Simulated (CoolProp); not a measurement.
Model: reference Helmholtz-energy equation of state, Gao 2016, in CoolProp.

### Question
For sulfur dioxide, give the phase and the density (kg/m³), Joule-Thomson coefficient (K/MPa), fugacity coefficient at 194.15 °C and 87.5 bar; 194.15 °C and 204 bar.

### Answer
- 194.15 °C and 87.5 bar: supercritical; density 227, Joule-Thomson coefficient 9.05, fugacity coefficient 0.726
- 194.15 °C and 204 bar: supercritical; density 824, Joule-Thomson coefficient 1.33, fugacity coefficient 0.454
